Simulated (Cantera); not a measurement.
What does this Cantera script print?

```python
import numpy as np
import cantera as ct

gas_names = [...]  # 95 gases of nasa_gas.yaml made of C, F, H
cond_names = """
    C(gr) C6H6(L) C7H8(L) C8H18(L),n-octa
""".split()


# ... load() reads the species with a 1 bar reference pressure and builds the phases ...
atoms = {
    'CH3F': {'C': 1, 'H': 3, 'F': 1},
    'H2': {'H': 2},
}
top_T = {'C(gr)': 4500}  # K; cautious upper limits of use, not melting points


# ... equilibrate(T, P, feed) seeds the gas with the atoms and calls Mixture.equilibrate('TP', solver="vcs", rtol=1e-11, max_steps=5000) ...
results = []
feed = {'CH3F': 1, 'H2': 1.2}  # mol
T = 3375  # K
P = 133.322  # Pa
mix = equilibrate(T, P, feed)
results.append((T, P, feed, dict(zip(mix.species_names, mix.species_moles))))
print(gas.report(threshold=0.0001))
for i in range(1, mix.n_phases):
    print(f"{mix.phase(i).name:16s} {mix.phase_moles(i):12.5e} mol")
```

Output:

```
       temperature   3375 K
          pressure   133.32 Pa
           density   2.5271e-05 kg/m^3
  mean mol. weight   5.319 kg/kmol
   phase of matter   gas

                          1 kg             1 kmol
                     ---------------   ---------------
          enthalpy        5.8051e+07        3.0877e+08  J
   internal energy        5.2775e+07        2.8071e+08  J
           entropy             45895        2.4412e+05  J/K
    Gibbs function       -9.6845e+07       -5.1512e+08  J
 heat capacity c_p            4194.4             22310  J/K
 heat capacity c_v            2631.2             13995  J/K

                      mass frac. Y      mole frac. X     chem. pot. / RT
                     ---------------   ---------------   ---------------
                 C           0.21462          0.095042           -6.2457
                CF          0.013971         0.0023964           -35.393
                C2          0.043991         0.0097405           -12.491
               C2H         0.0017265        0.00036689           -29.234
                C3          0.063523          0.009377           -18.737
                 F           0.35438          0.099216           -29.148
                 H           0.13943           0.73576           -16.743
                HF           0.16663            0.0443           -45.891
                H2         0.0014112         0.0037234           -33.486
     [  +86 minor]        0.00032185        7.7561e-05

C(gr)             0.00000e+00 mol
```

Cantera equilibrium calculation (NASA polynomials, part measured and part estimated; ideal gas, pure solids and liquids).
